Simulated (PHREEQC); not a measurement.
Dissolve 0.69 mol/kgw H2SO4, 0.078 mol/kgw KNO3 and 2.4e-05 mol/kgw CO2 at 25 °C. Closed to the air; pH follows from the charge balance.

The numbers come from PHREEQC with the ion-association model, phreeqc.dat.

Task: The ionic strength comes out as 0.878 mol/kgw. What activity coefficients do H+, K+, KSO4-, HSO4-, NO3- get?

Result: H+ 0.75, K+ 0.61, KSO4- 0.66, HSO4- 0.77, NO3- 0.56.

This is a speciation only: nothing precipitates in the calculation. The ionic strength is past about 0.7 mol/kgw, beyond the range of this activity model, so the values are rough. Complexes and solids missing from the database can't appear.
